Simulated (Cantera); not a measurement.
A closed system holds: 1 mol Al₂O₃, 0.38 mol H₂, at 3000 K and 0.0825 Torr.

These are equilibrium values from Cantera (NASA tables, ideal gas, pure condensed phases), not measurements of a reactor. Candidate condensed phases: Al, Al₂O₃, H₂O; 19 gas species. The numbers say what is thermodynamically allowed, not how fast it happens.

Base state: O 0.510, Al 0.338, H 0.134, AlO 0.0145, O₂ 0.00224, OH 0.000491, Al₂O 0.000268, H₂ 7.88e-5 (mole fractions); condensed: gas only.

### Question
What changes in the equilibrium state with this change: Al₂O₃ replaced by ZrN?

### Answer
```json
[
 {"species": "Zr", "before": "0", "after": "0.443"},
 {"species": "H", "before": "0.134", "after": "0.335"},
 {"species": "N₂", "before": "0", "after": "0.221"},
 {"species": "O", "before": "0.510", "after": "0"},
 {"species": "Al", "before": "0.338", "after": "0"},
 {"species": "AlO", "before": "0.0145", "after": "0"},
 {"species": "O₂", "before": "0.00224", "after": "0"},
 {"species": "N", "before": "0", "after": "0.000624"},
 {"species": "OH", "before": "0.000491", "after": "0"},
 {"species": "Al₂O", "before": "0.000268", "after": "0"},
 {"species": "H₂", "before": "7.88e-5", "after": "0.000496"}
]
```
Further candidate phases: Zr, ZrN.

### Question
What changes in the equilibrium state with this change: temperature from 3000 K to 2023 K?

### Answer
```
species          before     after
-------------  --------  --------
H₂              7.88e-5     0.829
H                 0.134     0.165
H₂O             8.72e-7   0.00356
O                 0.510   1.07e-5
Al                0.338   0.00214
AlO              0.0145   4.13e-5
O₂              0.00224   1.97e-8
AlOH            2.59e-6  0.000110
OH             0.000491   7.38e-5
Al₂O           0.000268  0.000178
Al₂O₃(s), mol         0     0.999
```
The tables' values for AlOH are old estimates; treat these amounts as uncertain.
